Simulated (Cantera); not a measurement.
**Low-pressure radical oxidation in H2/O2**

An isothermal, constant-pressure homogeneous reactor starts with H2 : O2 = 0.033 : 1 (molar parts), equivalence ratio 0.017, at 948 K and 20.0 Torr.

Detailed kinetics in Cantera: the H2/O2 subset of GRI-Mech 3.0, which has no nitrogen chemistry. Radical loss at walls, strong at low pressure, is not modelled. Below about 950 K walls govern HO2 and H2O2 in real vessels.

| t (s) | x H2 | x O2 | x O | x H | x H2O2 |
|---|---|---|---|---|---|
| 4.00e-5 | 0.0319 | 0.968 | <1e-12 | 4.49e-12 | <1e-12 |
| 0.000172 | 0.0319 | 0.968 | 1.36e-11 | 1.59e-11 | <1e-12 |
| 0.000739 | 0.0319 | 0.968 | 2.91e-10 | 1.53e-10 | <1e-12 |
| 0.00317 | 0.0319 | 0.968 | 1.09e-6 | 5.27e-7 | 8.23e-12 |
| 0.0136 | 0.000590 | 0.964 | 0.00301 | 0.000652 | 2.40e-7 |
| 0.0586 | 2.72e-5 | 0.967 | 0.000185 | 5.85e-6 | 8.93e-8 |
| 0.252 | 1.98e-6 | 0.968 | 1.24e-5 | 1.02e-7 | 3.86e-8 |
| 1.08 | 1.08e-7 | 0.968 | 1.14e-6 | 2.90e-9 | 1.17e-8 |
| 4.65 | 4.99e-9 | 0.968 | 1.57e-7 | 1.47e-10 | 3.01e-9 |
| 20.0 | 6.10e-10 | 0.968 | 2.83e-8 | 1.12e-11 | 7.66e-10 |
x: mole fraction; the columns are a selection and need not sum to one.

Equilibrium at this temperature and pressure: H2 3.47e-12, O2 0.968, O 1.80e-10, H <1e-12, H2O2 7.28e-12 (gas phase only).
